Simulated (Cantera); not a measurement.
An isothermal, constant-pressure homogeneous reactor starts with 80.4 % CH₄, 19.6 % H₂O, at 1873 K and 1.00 atm.

Cantera simulation using GRI-Mech 3.0 (53 species, 325 reactions); the numbers are that mechanism's predictions, not measurements. GRI-Mech 3.0 stops at C3 and has no aromatics, soot or wall deposition, so with more carbon than oxygen in the feed, carbon stays in small species such as C2H2 where larger ones or solid carbon would form.

x: mole fraction; the columns are a selection and need not sum to one.

```tsv
t (s)	x CH₄	x H₂O	x CO₂	x C₂H₄	x OH
0.000600	0.280	0.139	9.61e-6	0.0107	7.73e-6
0.00163	0.144	0.121	5.14e-5	0.00370	6.85e-6
0.00445	0.0640	0.106	0.000222	0.00223	6.26e-6
0.0121	0.0299	0.0870	0.000613	0.00198	5.32e-6
0.0330	___	___	___	0.00185	___
0.0899	0.0139	0.0232	0.000615	0.00169	1.37e-6
0.245	0.00942	0.00292	9.43e-5	0.00160	1.69e-7
0.667	0.00854	1.52e-5	5.02e-7	0.00159	8.77e-10
1.82	0.00854	5.87e-7	1.91e-8	0.00159	3.41e-11
4.95	0.00854	5.87e-7	1.91e-8	0.00159	3.41e-11
13.5	0.00854	5.87e-7	1.91e-8	0.00159	3.41e-11
36.7	0.00854	5.87e-7	1.91e-8	0.00159	3.41e-11
100	0.00854	5.87e-7	1.91e-8	0.00159	3.41e-11
```

### Question
Fill in the missing entries.

### Answer

- 0.0330, x CH₄: 0.0196
- 0.0330, x H₂O: 0.0576
- 0.0330, x CO₂: 0.000932
- 0.0330, x OH: 3.49e-6
